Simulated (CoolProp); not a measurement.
The fluid at 453.45 K and 0.207 MPa (gas) is heated at constant pressure to 619.9 K. The same conditions are run with several fluids, on thermodynamics alone (safety and materials aside).

Values from CoolProp's reference Helmholtz-energy equation of state of each fluid (p-xylene: Zhou 2012; hydrogen chloride: Thol 2018; carbonyl sulfide: Lemmon 2006).

Rank p-xylene, hydrogen chloride, carbonyl sulfide by heat (kJ/kg), highest first.

p-xylene (341), carbonyl sulfide (138), hydrogen chloride (135)

```json
[
 {"fluid": "p-xylene", "final density (kg/m³)": "4.36"},
 {"fluid": "hydrogen chloride", "final density (kg/m³)": "1.47"},
 {"fluid": "carbonyl sulfide", "final density (kg/m³)": "2.42"}
]
```
